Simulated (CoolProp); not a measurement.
Values from CoolProp's reference Helmholtz-energy equation of state, Smukala 2000.

### Question
For ethylene, give the phase and the cp (kJ/(kg K)), expansivity (1/kK) at 209 K and 352 kPa.

### Answer
- 209 K and 352 kPa: gas; cp 1.41, expansivity 5.82
